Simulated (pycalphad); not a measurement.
All values are pycalphad results on the COST 507 light-alloy database (1999) (1 atm), not direct measurements. These are 1990s assessments: newer ones move some temperatures and phases. Phase fractions are per mole of atoms.

Question: Give the equilibrium state of Si-5.78Al (at.%) at 1210 K.

Answer: diamond (Si), fraction 0.906, with <0.01 Al at.%; liquid, fraction 0.094, with 61.4 Al at.%.

Question: Give the equilibrium state of Si-5.78Al (at.%) at 850 K.

Answer: diamond (Si), fraction 0.941, with <0.01 Al at.%; fcc, fraction 0.059, with 98.5 Al at.%.
